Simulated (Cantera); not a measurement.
Feed: 1 mol Si, a varied amount of H₂O, 28 mol N₂, equilibrated at 10000 Pa.

Equilibrium computed with Cantera from the NASA thermochemical tables; the gas is ideal and each condensed phase is pure. Candidate condensed phases: H₂O, Si, SiO₂, Si₂N₂O, Si₃N₄; 35 gas species. N₂ is the only nitrogen source here; it is nearly inert below about 1500 K, so the nitride shown seldom forms there in practice. Mutual solubility and eutectic melting of coexisting phases are not modelled. Equilibrium is a limit: real reactors are often held back by kinetics, nucleation or transport.

Q: What condenses at these points (T in °C, n(H₂O) in mol): (1277, 0.073); (1127, 0.14); (977, 0.0052); (1802, 0.0027); (1502, 0.0014); (1652, 0.14)?

A: 
```json
[
 {"T (°C)": "1277", "n(H₂O) in mol": "0.073", "condensed phases": "Si₂N₂O + Si₃N₄", "Si condensed (%)": "100.0"},
 {"T (°C)": "1127", "n(H₂O) in mol": "0.14", "condensed phases": "Si₂N₂O + Si₃N₄", "Si condensed (%)": "100.0"},
 {"T (°C)": "977", "n(H₂O) in mol": "0.0052", "condensed phases": "Si₂N₂O + Si₃N₄", "Si condensed (%)": "100.0"},
 {"T (°C)": "1802", "n(H₂O) in mol": "0.0027", "condensed phases": "Si", "Si condensed (%)": "96.1"},
 {"T (°C)": "1502", "n(H₂O) in mol": "0.0014", "condensed phases": "Si₃N₄", "Si condensed (%)": "99.8"},
 {"T (°C)": "1652", "n(H₂O) in mol": "0.14", "condensed phases": "Si₃N₄", "Si condensed (%)": "85.5"}
]
```
